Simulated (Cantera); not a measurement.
Charge: 1 mol CH2F2, 0.56 mol F2, at 2048 K and 13.3 mbar.

Method: chemical equilibrium by Gibbs-energy minimisation in Cantera with the NASA 1993 tables (ideal gas, pure condensed phases). Candidate condensed phases: C, C6H6, C7H8, C8H18; 95 gas species. Gases not in the tables: C2F6 and larger saturated fluorocarbons. The numbers say what is thermodynamically allowed, not how fast it happens.

Base state: HF 0.842, CF4 0.0890, CF2 0.0425, F 0.0246, CF3 0.00191, CF 0.000144 (mole fractions); condensed: C(graphite).

Problem. What changes in the equilibrium state with this change: F2 from 0.56 to 0.29 mol?

Solution. 
```tsv
species	before	after
HF	0.842	0.904
CF4	0.0890	0.0445
CF2	0.0425	0.0300
F	0.0246	0.0207
CF3	0.00191	0.00114
CF	0.000144	0.000121
C(graphite), mol	0.683	0.832
```
